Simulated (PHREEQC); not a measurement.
A solution holds 0.067 mol/kgw NaOH, 4.8e-05 mol/kgw H3BO3 and 0.055 mol/kgw K2CO3, at 20 °C. Closed to the air; pH follows from the charge balance.

All values are PHREEQC results (ion-association model, phreeqc.dat), not measurements.

Precipitation was switched off in this run.

Question: Estimate the pH, ionic strength, specific conductance.

Answer: pH 12.84; ionic strength 0.210 mol/kgw; specific conductance 20500 µS/cm.

Question: In which forms is C present?

Answer: CO3-2 80 %, NaCO3- 20 % of the C.

Complexes and solids missing from the database can't appear.
